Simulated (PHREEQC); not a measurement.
LiOH is added in steps, without added water, to 1 kg of water holding 0.0033 mol H2SO4 and 0.13 mol CaCl2, at 32 °C. The system is closed to CO2. The run lets Gypsum, Anhydrite, Portlandite precipitate or redissolve, and no other solid.

Base run: PHREEQC, Pitzer model, pitzer.dat. Each further column changes one thing. The table gives HSO4- (mol/kgw).

```json
[
 {"LiOH added (mol)": "0", "base": "0.000190", "temperature from 32 to 60 °C": "0.000329", "CaCl2 from 0.13 to 0.065 mol/kgw": "0.000278", "temperature from 32 to 70 °C": "0.000398", "no solid may form": "0.000190"},
 {"LiOH added (mol)": "0.001187", "base": "0.000158", "temperature from 32 to 60 °C": "0.000275", "CaCl2 from 0.13 to 0.065 mol/kgw": "0.000232", "temperature from 32 to 70 °C": "0.000334", "no solid may form": "0.000158"},
 {"LiOH added (mol)": "0.002078", "base": "0.000133", "temperature from 32 to 60 °C": "0.000233", "CaCl2 from 0.13 to 0.065 mol/kgw": "0.000196", "temperature from 32 to 70 °C": "0.000284", "no solid may form": "0.000133"},
 {"LiOH added (mol)": "0.003266", "base": "9.97e-5", "temperature from 32 to 60 °C": "0.000175", "CaCl2 from 0.13 to 0.065 mol/kgw": "0.000147", "temperature from 32 to 70 °C": "0.000214", "no solid may form": "9.97e-5"},
 {"LiOH added (mol)": "0.004156", "base": "7.38e-5", "temperature from 32 to 60 °C": "0.000131", "CaCl2 from 0.13 to 0.065 mol/kgw": "0.000110", "temperature from 32 to 70 °C": "0.000160", "no solid may form": "7.38e-5"},
 {"LiOH added (mol)": "0.005344", "base": "3.84e-5", "temperature from 32 to 60 °C": "6.86e-5", "CaCl2 from 0.13 to 0.065 mol/kgw": "5.74e-5", "temperature from 32 to 70 °C": "8.44e-5", "no solid may form": "3.84e-5"},
 {"LiOH added (mol)": "0.006234", "base": "1.13e-5", "temperature from 32 to 60 °C": "2.03e-5", "CaCl2 from 0.13 to 0.065 mol/kgw": "1.69e-5", "temperature from 32 to 70 °C": "2.50e-5", "no solid may form": "1.13e-5"},
 {"LiOH added (mol)": "0.007422", "base": "1.96e-12", "temperature from 32 to 60 °C": "2.19e-11", "CaCl2 from 0.13 to 0.065 mol/kgw": "2.36e-12", "temperature from 32 to 70 °C": "4.73e-11", "no solid may form": "1.96e-12"},
 {"LiOH added (mol)": "0.008313", "base": "9.40e-13", "temperature from 32 to 60 °C": "1.05e-11", "CaCl2 from 0.13 to 0.065 mol/kgw": "1.14e-12", "temperature from 32 to 70 °C": "2.27e-11", "no solid may form": "9.40e-13"},
 {"LiOH added (mol)": "0.0095", "base": "5.56e-13", "temperature from 32 to 60 °C": "6.24e-12", "CaCl2 from 0.13 to 0.065 mol/kgw": "6.72e-13", "temperature from 32 to 70 °C": "1.34e-11", "no solid may form": "5.56e-13"}
]
```

 Constants without temperature data keep their 25 °C values here.
